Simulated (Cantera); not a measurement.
Charge: 1 mol FeS₂, 580 mol H₂, 0.84 mol N₂, equilibrated at 1127 °C and 1 atm.

Cantera equilibrium calculation (NASA polynomials, part measured and part estimated; ideal gas, pure solids and liquids). Candidate condensed phases: Fe, FeS, FeS₂, S; 16 gas species. The numbers say what is thermodynamically allowed, not how fast it happens.

Base state: H₂ 0.995, H₂S 0.00344, N₂ 0.00144 (mole fractions); condensed: Fe(γ).

### Question
What changes in the equilibrium state with this change: pressure from 1 atm to 0.000140 bar?

### Answer
```tsv
species	before	after
H₂	0.995	0.995
H₂S	0.00344	0.00184
N₂	0.00144	0.00144
S₂	3.16e-7	0.000653
H	4.82e-6	0.000410
Fe	1.51e-8	0.000109
S	6.56e-9	2.54e-5
SH	5.94e-6	0.000270
Fe(γ), mol	1.000	0.936
```

### Question
What changes in the equilibrium state with this change: temperature from 1127 °C to 427 °C?

### Answer
| species | before | after |
|---|---|---|
| H₂ | 0.995 | 0.997 |
| H₂S | 0.00344 | 0.00172 |
| N₂ | 0.00144 | 0.00128 |
| NH₃ | 3.27e-6 | 0.000338 |
| Fe(γ), mol | 1.000 | 0 |
| FeS(s), mol | 0 | 1.00 |
FeS: taken at fixed stoichiometry.
